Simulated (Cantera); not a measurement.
Input: 1 mol Fe₂O₃, 0.47 mol C, 2.4 mol CO, equilibrated at 1098 K and 1.33 mbar.

These are equilibrium values from Cantera (NASA tables, ideal gas, pure condensed phases), not measurements of a reactor. Candidate condensed phases: C, Fe, Fe(CO)₅, FeO, Fe₂O₃, Fe₃O₄; 15 gas species. The tables' stoichiometric FeO is somewhat more stable than real wüstite, so its field is too wide. FeO: taken at fixed stoichiometry. Kinetics and transport are ignored.

Base state: CO 0.815, CO₂ 0.185 (mole fractions); condensed: FeO(s).

What changes in the equilibrium state with this change: Fe₂O₃ replaced by MgO?


```csv
species,before,after
CO,0.815,1.000
CO₂,0.185,0.000122
"FeO(s), mol",2.00,0
"C(graphite), mol",0,0.470
"MgO(s), mol",0,1.00
```
Further candidate phases: Mg, MgCO₃, MgO.
